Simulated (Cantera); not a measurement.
## Sublimation and decomposition of ceramics: MgO + N2

Feed: 1 mol MgO, 0.051 mol N2, held at 2398.15 K.

Cantera equilibrium calculation (NASA polynomials, part measured and part estimated; ideal gas, pure solids and liquids). Candidate condensed phases: Mg, MgO; 13 gas species. The numbers say what is thermodynamically allowed, not how fast it happens.

| P (Pa) | x N2 | x Mg | x O | x O2 | x NO | x MgO | x N | x MgN | n MgO(s) |
|---|---|---|---|---|---|---|---|---|---|
| 1 | 0.0250 | 0.501 | 0.446 | 0.0269 | 0.00122 | 0.000597 | 5.46e-6 | 1.82e-8 | 0 |
| 16 | 0.0272 | 0.557 | 0.260 | 0.147 | 0.00296 | 0.00620 | 1.43e-6 | 8.46e-8 | 0 |
| 250 | 0.687 | 0.187 | 0.0443 | 0.0664 | 0.0100 | 0.00554 | 1.81e-6 | 5.64e-7 | 0.986 |
| 4000 | 0.978 | 0.0126 | 0.00258 | 0.00360 | 0.00278 | 0.000346 | 5.41e-7 | 1.81e-7 | 0.999 |
| 63000 | 0.998 | 0.000994 | 0.000131 | 0.000147 | 0.000568 | 2.20e-5 | 1.38e-7 | 5.74e-8 | 1.000 |
| 1000000 | 1.000 | 0.000101 | 5.13e-6 | 3.57e-6 | 8.86e-5 | 1.39e-6 | 3.46e-8 | 2.32e-8 | 1.000 |
x: gas mole fraction; n: condensed amount in mol.

From 0.00750 Torr to 0.120 Torr nothing is condensed. From 1.88 Torr to 7500 Torr the condensed part is MgO(s). The main Mg-bearing gas is Mg throughout.
